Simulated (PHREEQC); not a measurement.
0.85 g of hydrous ferric oxide (600 m²/g; 0.2 weak and 0.005 strong sites per Fe, Dzombak-Morel constants, diffuse double layer) in 1 kg of water with 0.001 mol/kgw of an inert sodium salt and 1.8 mmol/kgw NiCl2, at 25 °C; the pH is set by adding NaOH or the inert anion's acid. Oxygen alone is held at its pressure in air (log pO2 = -0.68). The system is closed to CO2. No solid was allowed to form.

Base run: PHREEQC, ion-association model, wateq4f.dat. Each further column changes one thing. The table gives surface charge σ (C/m²).

```
pH     base  background salt from 0.001 to 0.0001 mol/kgw  oxide from 0.85 to 4.2 g/kgw  0.00024 mol/kgw MgCl2 added
----  -----  --------------------------------------------  ----------------------------  ---------------------------
3     0.314                                         0.310                         0.326                        0.317
3.5   0.258                                         0.252                         0.274                        0.263
4.5   0.143                                         0.137                         0.152                        0.147
5     0.100                                         0.095                         0.104                        0.103
5.5   0.067                                         0.063                         0.068                        0.070
6.5   0.033                                         0.031                         0.028                        0.035
7     0.029                                         0.027                         0.018                        0.031
7.5   0.027                                         0.025                         0.010                        0.029
8.5   0.025                                         0.023                         0.000                        0.027
9     0.024                                         0.022                        -0.004                        0.025
9.5   0.020                                         0.018                        -0.010                        0.022
10.5  0.006                                         0.006                        -0.034                        0.007
11    0.000                                         0.000                        -0.057                        0.001
```

In at least one series the solution becomes supersaturated in solids that the run did not let form, among them Ni(OH)2. The oxide is taken as insoluble; below pH 4 it would dissolve.
